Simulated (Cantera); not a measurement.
## CCl4 + CH4 (fluorocarbon and chlorocarbon gases)

A closed system holds: 1 mol CCl4, 0.04 mol CH4, held at 1325 K and 0.0100 bar.

Method: chemical equilibrium by Gibbs-energy minimisation in Cantera with the NASA 1993 tables (ideal gas, pure condensed phases). Candidate condensed phases: C, C6H6, C7H8, C8H18; 91 gas species. The numbers say what is thermodynamically allowed, not how fast it happens.

The x(Cl2) is 0.791. The x(Cl) comes out as 0.137, the x(HCl) is 0.0716 and the x(CCl4) is 3.17e-6. The n(C(graphite)) is 1.04 mol and the gas amount comes out as 2.233 mol.
